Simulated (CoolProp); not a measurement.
Model: reference Helmholtz-energy equation of state, Lemmon 2000, in CoolProp. It is a pseudo-pure fit of the blend.

Question: For dry air, give the phase and the cp (kJ/(kg K)), Joule-Thomson coefficient (K/MPa) at 918.3 K and 13.6 MPa; 209.6 K and 0.162 MPa; 328.2 K and 0.0154 MPa.

Answer: 
- 918.3 K and 13.6 MPa: supercritical; cp 1.14, Joule-Thomson coefficient -0.511
- 209.6 K and 0.162 MPa: gas; cp 1.01, Joule-Thomson coefficient 4.46
- 328.2 K and 0.0154 MPa: gas; cp 1.01, Joule-Thomson coefficient 1.86
